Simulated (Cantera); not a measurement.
Feed: 1 mol C2H2, 1.1 mol NH3, 0.89 mol N2, 0.56 mol H2, at 360 Pa.

Method: chemical equilibrium by Gibbs-energy minimisation in Cantera with the NASA 1993 tables (ideal gas, pure condensed phases). Candidate condensed phases: C, C6H6, C7H8, C8H18; 92 gas species. Kinetics and transport are ignored.

log p: log10 of the partial pressure in bar; n: condensed amount in mol.

```json
[
 {"T (K)": "1375", "log p H2": "-2.60", "log p N2": "-2.95", "log p H": "-6.77", "log p HCN": "-6.17", "log p C2H2 (acetylene)": "-8.35", "n C(graphite)": "2.00"},
 {"T (K)": "1475", "log p H2": "-2.60", "log p N2": "-2.95", "log p H": "-6.19", "log p HCN": "-5.83", "log p C2H2 (acetylene)": "-7.78", "n C(graphite)": "2.00"},
 {"T (K)": "1575", "log p H2": "-2.61", "log p N2": "-2.95", "log p H": "-5.68", "log p HCN": "-5.54", "log p C2H2 (acetylene)": "-7.28", "n C(graphite)": "2.00"},
 {"T (K)": "1675", "log p H2": "-2.61", "log p N2": "-2.95", "log p H": "-5.24", "log p HCN": "-5.28", "log p C2H2 (acetylene)": "-6.84", "n C(graphite)": "1.99"},
 {"T (K)": "1775", "log p H2": "-2.61", "log p N2": "-2.96", "log p H": "-4.84", "log p HCN": "-5.05", "log p C2H2 (acetylene)": "-6.45", "n C(graphite)": "1.99"},
 {"T (K)": "1875", "log p H2": "-2.61", "log p N2": "-2.96", "log p H": "-4.49", "log p HCN": "-4.84", "log p C2H2 (acetylene)": "-6.11", "n C(graphite)": "1.98"},
 {"T (K)": "1975", "log p H2": "-2.62", "log p N2": "-2.96", "log p H": "[?]", "log p HCN": "[?]", "log p C2H2 (acetylene)": "[?]", "n C(graphite)": "1.97"},
 {"T (K)": "2075", "log p H2": "-2.63", "log p N2": "-2.97", "log p H": "[?]", "log p HCN": "[?]", "log p C2H2 (acetylene)": "[?]", "n C(graphite)": "1.95"},
 {"T (K)": "2175", "log p H2": "-2.65", "log p N2": "-2.98", "log p H": "-3.63", "log p HCN": "-4.37", "log p C2H2 (acetylene)": "-5.30", "n C(graphite)": "1.92"},
 {"T (K)": "2275", "log p H2": "-2.67", "log p N2": "-2.99", "log p H": "-3.41", "log p HCN": "-4.25", "log p C2H2 (acetylene)": "-5.09", "n C(graphite)": "1.89"},
 {"T (K)": "2375", "log p H2": "-2.72", "log p N2": "-3.01", "log p H": "-3.21", "log p HCN": "-4.16", "log p C2H2 (acetylene)": "-4.93", "n C(graphite)": "1.86"}
]
```

Task: What belongs in the gaps?

Result: 
- 2075, log p H: -3.89
- 2075, log p HCN: -4.51
- 2075, log p C2H2 (acetylene): -5.53
- 1975, log p H: -4.17
- 1975, log p HCN: -4.66
- 1975, log p C2H2 (acetylene): -5.80
